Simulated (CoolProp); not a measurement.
A single-stage vapour-compression cycle with propylene: evaporating at 281.15 K (dew point), condensing at 302.15 K (bubble point), superheat 2 K, subcooling 0 K, compressor efficiency 0.85, no pressure losses. Each further row changes one setting.

Model: reference Helmholtz-energy equation of state, Lemmon 2013, in CoolProp.

```
case                              cooling COP  pressure ratio  discharge temperature (K)  refrigerating effect (kJ/kg)  volumetric capacity (kJ/m³)
--------------------------------  -----------  --------------  -------------------------  ----------------------------  ---------------------------
as stated                                9.96            1.73                      311.3                           314                         4800
evaporating temperature 286.15 K   (withheld)            1.51                 (withheld)                           318                   (withheld)
condensing temperature 297.15 K          13.4            1.53                 (withheld)                           327                         5010
subcooling 5 K                     (withheld)            1.73                      311.3                           327                         5010
superheat 12 K                           9.94            1.73                      321.2                           331                         4800
compressor efficiency 0.75               8.79            1.73                      313.4                           314                         4800
```

Q: What belongs in the gaps?

A: 
- evaporating temperature 286.15 K, cooling COP: 13.6
- evaporating temperature 286.15 K, discharge temperature (K): 309.5
- evaporating temperature 286.15 K, volumetric capacity (kJ/m³): 5580
- condensing temperature 297.15 K, discharge temperature (K): 304.8
- subcooling 5 K, cooling COP: 10.4
